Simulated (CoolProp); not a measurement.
Properties of dimethyl carbonate at several states.

Values from CoolProp's reference Helmholtz-energy equation of state, Zhou 2011.

```csv
T (°C),p (kPa),phase,cv (kJ/(kg K)),speed of sound (m/s),fugacity coefficient
237.65,1910,gas,1.658,178.7,0.8253
84.95,2110,liquid,1.435,972.0,0.04216
111.15,513,liquid,1.484,864.5,0.3571
299.45,4720,gas,1.829,147.1,0.7081
236.95,4500,liquid,1.720,437.7,0.4500
```
